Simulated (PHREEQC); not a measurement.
Consider water at 25 °C with 52 mmol/kgw AgNO3 and 1.9 mmol/kgw NaNO3. Closed to the air; pH follows from the charge balance.

The numbers come from PHREEQC with the ion-association model, wateq4f.dat.

Each row changes one thing in this solution. Precipitation was switched off in this run.

| case | pH | ionic strength (mol/kgw) | AgNO3 (mol/kgw) | AgOH (mol/kgw) | SI of Ag2O (Ag2O) |
|---|---|---|---|---|---|
| as made | 6.67 | 0.0530 | 0.000900 | 1.93e-7 | -2.00 |
| diluted 100-fold with water | 6.99 | 0.000539 | 1.36e-7 | 4.94e-9 | -5.19 |
| NaNO3 replaced by NaAlO2 at the same molality | 8.12 | 0.0530 | 0.000869 | 5.39e-6 | +0.90 |
| temperature from 25 to 70 °C | 6.35 | 0.0530 | 0.000867 | 9.11e-8 | -1.65 |
| 0.051 mol/kgw Cu(NO3)2 added | 4.39 | 0.205 | 0.00195 | 8.62e-10 | -6.67 |
| NaNO3 from 0.0019 to 0.0095 mol/kgw | 6.67 | 0.0605 | 0.00100 | 1.92e-7 | -2.00 |
| AgNO3 from 0.052 to 0.104 mol/kgw | 6.57 | 0.103 | 0.00305 | 2.82e-7 | -1.66 |
| AgNO3 from 0.052 to 0.0468 mol/kgw | 6.69 | 0.0479 | 0.000747 | 1.82e-7 | -2.05 |

Complexes and solids missing from the database can't appear. Some of these states are supersaturated (in Ag2O, Al(OH)3(a), for instance). Constants without temperature data keep their 25 °C values here.
